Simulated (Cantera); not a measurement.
Stirred combustor or abatement burner

A perfectly stirred reactor is fed with CH4 : C2H6 : O2 : N2 : H2O = 1 : 0.27 : 2.68 : 10.1 : 1.1 (molar parts), equivalence ratio 1.1, at 5.00 bar; it is adiabatic with a 498 K inlet, and is followed from long to short residence time, starting on the burning branch (τ in s: 0.12, 0.048, 0.019, 0.0074, 0.0029, 0.0011, 0.00045, 0.00018, 7e-05, 2.7e-05, 1.1e-05, 4.2e-06).

Computed with Cantera and GRI-Mech 3.0 (53 species, 325 reactions).

```csv
τ (s),T (K),x CH4,x C2H6,x O2,x NO,x H2O,x CO
0.12,2234,4.45e-6,2.69e-8,0.000235,0.000317,0.238,0.0223
0.048,2231,8.35e-6,6.49e-8,0.000344,0.000315,0.237,0.0225
0.019,2225,1.41e-5,1.55e-7,0.000560,0.000317,0.237,0.0228
0.0074,2215,2.27e-5,3.66e-7,0.000965,0.000317,0.236,0.0233
0.0029,2200,3.63e-5,8.45e-7,0.00166,0.000310,0.235,0.0241
0.0011,2177,6.22e-5,1.98e-6,0.00283,0.000288,0.233,0.0255
0.00045,2146,0.000110,4.33e-6,0.00451,0.000251,0.230,0.0274
0.00018,2103,0.000218,9.95e-6,0.00714,0.000198,0.227,0.0303
7.0e-5,2038,0.000546,2.67e-5,0.0120,0.000127,0.223,0.0356
2.7e-5,498,0.0660,0.0178,0.177,<1e-12,0.0726,<1e-12
1.1e-5,498,0.0660,0.0178,0.177,<1e-12,0.0726,<1e-12
4.2e-6,498,0.0660,0.0178,0.177,<1e-12,0.0726,<1e-12
```
x: mole fraction; the columns are a selection and need not sum to one.
